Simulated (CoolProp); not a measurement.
The numbers come from the reference Helmholtz-energy equation of state, Wagner 2002 in CoolProp.

### Question
For water, give the phase and the density (kg/m³), cp (kJ/(kg K)), speed of sound (m/s), expansivity (1/kK) at 109.15 °C and 1.33 MPa; 109.15 °C and 2.15 MPa; 109.15 °C and 3.48 MPa.

### Answer
- 109.15 °C and 1.33 MPa: liquid; density 952, cp 4.22, speed of sound 1540, expansivity 0.797
- 109.15 °C and 2.15 MPa: liquid; density 953, cp 4.22, speed of sound 1540, expansivity 0.796
- 109.15 °C and 3.48 MPa: liquid; density 953, cp 4.22, speed of sound 1540, expansivity 0.793
